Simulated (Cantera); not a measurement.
A freely propagating, adiabatic, planar premixed flame of CO : H2 : O2 : N2 = 1 : 0.17 : 0.418 : 1.57 (molar parts), equivalence ratio 1.4, unburnt at 325 K and 0.987 atm; mixture-averaged transport, grid criteria slope 0.08 and curve 0.16, no radiation.

Computed with Cantera and GRI-Mech 3.0 (53 species, 325 reactions). Burning velocities carry a grid error of a few per cent, more on coarse grids.

**Question.** What does this change do: inlet temperature 325 to 650 K?

**Answer.** 
```json
[
 {"quantity": "laminar burning velocity", "before": "97.4 cm/s", "after": "319 cm/s"},
 {"quantity": "thermal thickness", "before": "0.525 mm", "after": "0.769 mm"},
 {"quantity": "peak x(O)", "before": "0.0134", "after": "0.0193"},
 {"quantity": "peak x(H)", "before": "0.0206", "after": "0.0268"}
]
```

**Question.** What does this change do: H2 0.17 to 0.13 parts?

**Answer.** 
```csv
quantity,before,after
laminar burning velocity,97.4 cm/s,85.0 cm/s
thermal thickness,0.525 mm,0.560 mm
peak x(O),0.0134,0.0142
peak x(H),0.0206,0.0176
```
